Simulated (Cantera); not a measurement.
Input: 1 mol N2O, 0.87 mol H2O, 0.14 mol H2, equilibrated at 13.3 mbar.

Cantera equilibrium calculation (NASA polynomials, part measured and part estimated; ideal gas, pure solids and liquids). Candidate condensed phases: H2O; 24 gas species. Equilibrium is a limit: real reactors are often held back by kinetics, nucleation or transport.

Q: At 2325 K, list the 5 most abundant gas species with their mole fractions, and the condensed phases.

A: N2 0.389, H2O 0.352, O2 0.157, OH 0.0412, O 0.0197. Condensed: gas only.
